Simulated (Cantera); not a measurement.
# Chlorosilane synthesis and conversion: Si + HCl + H2

Feed: 1 mol Si, 0.64 mol HCl, 0.98 mol H2, equilibrated at 1400 K and 0.133 bar.

Equilibrium computed with Cantera from the NASA thermochemical tables; the gas is ideal and each condensed phase is pure. Candidate condensed phases: Si; 19 gas species. The tables' values for SiCl3 are old estimates; treat these amounts as uncertain. The numbers say what is thermodynamically allowed, not how fast it happens.

The x(H2) comes out as 0.763, the x(HCl) comes out as 0.128 and the x(SiCl2) comes out as 0.0638. The x(SiCl4) is 0.0193, the x(SiCl3) is 0.0170 and the x(SiHCl3) is 0.00811. The x(SiH2Cl2) is 0.000513 and the x(H) is 1.16e-5. The x(SiH3Cl) is 9.34e-6. The n(Si(s)) comes out as 0.830 mol and the gas amount is 1.563 mol.
